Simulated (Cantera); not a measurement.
Equilibrium for silicon nitride deposition: SiH4 + NH3

A closed system holds: 1 mol SiH4, 45 mol NH3.

These are equilibrium values from Cantera (NASA tables, ideal gas, pure condensed phases), not measurements of a reactor. Candidate condensed phases: Si, Si3N4; 18 gas species. Equilibrium is a limit: real reactors are often held back by kinetics, nucleation or transport.

**Question.** Map the stable condensed phases over T = 527, 627, 727, 827, 927, 1027, 1127, 1227, 1327, 1427, 1527, 1627 °C and P in Pa = 5, 17, 59, 210, 710, 2400, 8400, 29000, 100000.

**Answer.** 
```
T in °C \ P in Pa
              5     17     59    210    710   2400   8400  29000 100000
   1627       A      A      A      B      B      B      B      C      C
   1527       A      A      B      B      B      B      C      C      C
   1427       A      B      B      B      C      C      C      C      C
   1327       B      B      B      C      C      C      C      C      C
   1227       B      B      C      C      C      C      C      C      C
   1127       C      C      C      C      C      C      C      C      C
   1027       C      C      C      C      C      C      C      C      C
    927       C      C      C      C      C      C      C      C      C
    827       C      C      C      C      C      C      C      C      C
    727       C      C      C      C      C      C      C      C      C
    627       C      C      C      C      C      C      C      C      C
    527       C      C      C      C      C      C      C      C      C
```
A: gas only; B: Si; C: Si3N4.
